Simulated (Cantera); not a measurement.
A perfectly stirred reactor is fed with H2 : O2 : H2O = 0.057 : 1 : 0.0067 (molar parts), at 4.58 Torr; it is held at 1275 K, and followed from long to short residence time.

Cantera simulation using the H2/O2 subset of GRI-Mech 3.0, which has no nitrogen chemistry; the numbers are that mechanism's predictions, not measurements. Radical loss at walls, strong at low pressure, is not modelled. The temperature is held fixed by assumption; the heat of reaction is taken as removed at once.

**Question.** Predict: x(H2) at τ = 0.410 s; x(O2) at τ = 0.410 s; x(H) at τ = 0.410 s; x(O) at τ = 0.410 s; x(H2O2) at τ = 0.410 s; x(H2) at τ = 15.0 ms; x(O2) at τ = 15.0 ms; x(H) at τ = 15.0 ms; x(O) at τ = 15.0 ms; x(H2O2) at τ = 15.0 ms.

**Answer.** 
```json
{
 "x(H2) at τ = 0.410 s": "0.000594",
 "x(O2) at τ = 0.410 s": "0.921",
 "x(H) at τ = 0.410 s": "0.00232",
 "x(O) at τ = 0.410 s": "0.0152",
 "x(H2O2) at τ = 0.410 s": "4.12e-8",
 "x(H2) at τ = 15.0 ms": "0.00269",
 "x(O2) at τ = 15.0 ms": "0.901",
 "x(H) at τ = 15.0 ms": "0.00831",
 "x(O) at τ = 15.0 ms": "0.0317",
 "x(H2O2) at τ = 15.0 ms": "5.42e-8"
}
```
